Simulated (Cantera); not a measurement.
What does this Cantera script print?

```python
import numpy as np
import cantera as ct

gas = ct.Solution("gri30.yaml", transport_model="multicomponent")
show = ['NH3', 'OH', 'O']

rows = []
print(f"{'T/K':>7s}{'rho':>11s}{'cp':>10s}{'mu':>11s}{'lambda':>11s}{'Pr':>7s}" + "".join(f"{'D_' + s:>11s}" for s in show))
for T in [400, 650, 900, 1150, 1400, 1650, 1900, 2150]:
    gas.TPX = T, 340, {'O2': 0.21}
    Pr = gas.cp_mass * gas.viscosity / gas.thermal_conductivity
    D = [gas.mix_diff_coeffs_mole[gas.species_index(s)] for s in show]
    rows.append([gas.density, gas.cp_mass, gas.viscosity, gas.thermal_conductivity, Pr, *D])
    print(f"{T:7g}{gas.density:11.4e}{gas.cp_mass:10.1f}{gas.viscosity:11.4e}"
          f"{gas.thermal_conductivity:11.4e}{Pr:7.3f}" + "".join(f"{d:11.4e}" for d in D))
print("SI units: kg/m3, J/kg/K, Pa s, W/m/K, m2/s")
```

Result:

```
    T/K        rho        cp         mu     lambda     Pr      D_NH3       D_OH        D_O
    400 3.2712e-03     941.4 2.5629e-05 3.3889e-02  0.712 1.1484e-02 1.5871e-02 1.6195e-02
    650 2.0130e-03    1017.4 3.5981e-05 5.1551e-02  0.710 2.7948e-02 3.6213e-02 3.6951e-02
    900 1.4539e-03    1073.7 4.4705e-05 6.7676e-02  0.709 4.9570e-02 6.2452e-02 6.3724e-02
   1150 1.1378e-03    1108.6 5.2496e-05 8.2135e-02  0.709 7.5635e-02 9.3928e-02 9.5841e-02
   1400 9.3463e-04    1134.2 5.9661e-05 9.5570e-02  0.708 1.0570e-01 1.3021e-01 1.3286e-01
   1650 7.9302e-04    1155.4 6.6364e-05 1.0835e-01  0.708 1.3947e-01 1.7098e-01 1.7447e-01
   1900 6.8867e-04    1174.1 7.2707e-05 1.2067e-01  0.707 1.7674e-01 2.1600e-01 2.2040e-01
   2150 6.0860e-04    1191.7 7.8755e-05 1.3270e-01  0.707 2.1733e-01 2.6507e-01 2.7047e-01
SI units: kg/m3, J/kg/K, Pa s, W/m/K, m2/s
```

Detailed kinetics in Cantera: GRI-Mech 3.0 (53 species, 325 reactions).
